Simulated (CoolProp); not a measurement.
Vapour pressure (MPa) of CF4 (R14): the reference equation beside estimates from Tc = 227.4 K, pc = 3.762 MPa, ω = 0.178. Clausius-Clapeyron is anchored at 192.8 K with a constant enthalpy of vaporisation of 8.674 kJ/mol.

The numbers come from the reference Helmholtz-energy equation of state, Platzer 1990 in CoolProp. This equation is an older, rougher fit; its heat capacities, sound speeds and derivatives of the liquid may be far off and weren't checked against measurements.

```csv
T (K),reference,Lee-Kesler,Clausius-Clapeyron,van der Waals,Redlich-Kwong,Soave-Redlich-Kwong,Peng-Robinson
181,0.7344,0.7431,0.8356,1.409,0.8926,0.7470,0.7386
184.9,0.8671,0.8770,0.9436,1.554,1.038,0.8830,0.8727
188.8,1.017,1.028,1.060,(withheld),1.198,1.036,1.024
192.8,1.189,1.201,1.189,(withheld),1.379,1.213,1.198
196.7,1.377,1.389,1.324,2.050,(withheld),1.405,1.389
200.6,1.586,(withheld),1.467,2.234,1.785,1.618,(withheld)
204.5,1.818,1.830,1.620,2.426,2.014,(withheld),1.836
208.4,2.074,2.087,1.783,2.629,2.263,2.114,2.095
212.4,(withheld),2.377,1.959,2.847,(withheld),2.406,2.388
```

What belongs in the gaps?


- 188.8, van der Waals: 1.709
- 192.8, van der Waals: 1.877
- 196.7, Redlich-Kwong: 1.573
- 200.6, Lee-Kesler: 1.599
- 200.6, Peng-Robinson: 1.601
- 204.5, Soave-Redlich-Kwong: 1.854
- 212.4, reference: 2.364
- 212.4, Redlich-Kwong: 2.538

Absolute difference from the reference over all 9 rows, mean and median: Lee-Kesler 0.9 and 0.9 %, Clausius-Clapeyron 8.9 and 8.8 %, van der Waals 51.9 and 48.9 %, Redlich-Kwong 14.3 and 14.2 %, Soave-Redlich-Kwong 1.9 and 1.9 %, Peng-Robinson 0.8 and 0.9 %.
